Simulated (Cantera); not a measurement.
**Ignition delay**

Mixture: 44.8 % H2, 14.9 % O2, 40.3 % N2, equivalence ratio 1.5, at 1.09 atm, adiabatic and at constant volume. Ignition delay is the time to a rise of 400 K.

Model: GRI-Mech 3.0 (53 species, 325 reactions), integrated in Cantera. Where the delays flatten at high temperature, the 400 K rule measures the pace of heat release, not the induction time.

```json
[
 {"T0 (K)": "1250", "delay (ms)": "0.0280"},
 {"T0 (K)": "1350", "delay (ms)": "0.0181"},
 {"T0 (K)": "1450", "delay (ms)": "0.0129"},
 {"T0 (K)": "1550", "delay (ms)": "0.00997"},
 {"T0 (K)": "1650", "delay (ms)": "0.00833"},
 {"T0 (K)": "1750", "delay (ms)": "0.00747"},
 {"T0 (K)": "1850", "delay (ms)": "0.00714"},
 {"T0 (K)": "1950", "delay (ms)": "0.00719"},
 {"T0 (K)": "2050", "delay (ms)": "0.00755"},
 {"T0 (K)": "2150", "delay (ms)": "0.00819"}
]
```
